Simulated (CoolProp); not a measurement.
Water along the isotherm 927.3 K: fugacity coefficient from the reference equation and from simpler models built on Tc = 647.1 K, pc = 22.06 MPa, ω = 0.344; each cubic takes its own stable root.

Model: reference Helmholtz-energy equation of state, Wagner 2002, in CoolProp.

```json
[
 {"p (MPa)": "0.174", "phase": "gas", "reference": "0.9994", "Redlich-Kwong": "0.9991", "Soave-Redlich-Kwong": "0.9994", "Peng-Robinson": "0.9992"},
 {"p (MPa)": "0.263", "phase": "gas", "reference": "0.9991", "Redlich-Kwong": "0.9986", "Soave-Redlich-Kwong": "0.9991", "Peng-Robinson": "0.9988"},
 {"p (MPa)": "0.397", "phase": "gas", "reference": "0.9986", "Redlich-Kwong": "0.9980", "Soave-Redlich-Kwong": "0.9987", "Peng-Robinson": "0.9982"},
 {"p (MPa)": "0.599", "phase": "gas", "reference": "0.9979", "Redlich-Kwong": "0.9969", "Soave-Redlich-Kwong": "0.9980", "Peng-Robinson": "0.9973"},
 {"p (MPa)": "0.903", "phase": "gas", "reference": "0.9968", "Redlich-Kwong": "0.9954", "Soave-Redlich-Kwong": "0.9970", "Peng-Robinson": "0.9960"},
 {"p (MPa)": "1.36", "phase": "gas", "reference": "0.9951", "Redlich-Kwong": "0.9930", "Soave-Redlich-Kwong": "0.9955", "Peng-Robinson": "0.9940"},
 {"p (MPa)": "2.06", "phase": "gas", "reference": "0.9926", "Redlich-Kwong": "0.9895", "Soave-Redlich-Kwong": "0.9932", "Peng-Robinson": "0.9909"},
 {"p (MPa)": "3.1", "phase": "gas", "reference": "0.9889", "Redlich-Kwong": "0.9842", "Soave-Redlich-Kwong": "0.9898", "Peng-Robinson": "0.9864"},
 {"p (MPa)": "4.68", "phase": "gas", "reference": "0.9833", "Redlich-Kwong": "0.9763", "Soave-Redlich-Kwong": "0.9846", "Peng-Robinson": "0.9796"},
 {"p (MPa)": "7.06", "phase": "gas", "reference": "0.9749", "Redlich-Kwong": "0.9644", "Soave-Redlich-Kwong": "0.9770", "Peng-Robinson": "0.9695"},
 {"p (MPa)": "10.6", "phase": "gas", "reference": "0.9624", "Redlich-Kwong": "0.9472", "Soave-Redlich-Kwong": "0.9660", "Peng-Robinson": "0.9550"},
 {"p (MPa)": "16.1", "phase": "gas", "reference": "0.9432", "Redlich-Kwong": "0.9211", "Soave-Redlich-Kwong": "0.9495", "Peng-Robinson": "0.9335"},
 {"p (MPa)": "24.2", "phase": "supercritical", "reference": "0.9153", "Redlich-Kwong": "0.8845", "Soave-Redlich-Kwong": "0.9266", "Peng-Robinson": "0.9039"},
 {"p (MPa)": "36.6", "phase": "supercritical", "reference": "0.8743", "Redlich-Kwong": "0.8328", "Soave-Redlich-Kwong": "0.8950", "Peng-Robinson": "0.8636"},
 {"p (MPa)": "55.2", "phase": "supercritical", "reference": "0.8173", "Redlich-Kwong": "0.7666", "Soave-Redlich-Kwong": "0.8560", "Peng-Robinson": "0.8141"}
]
```
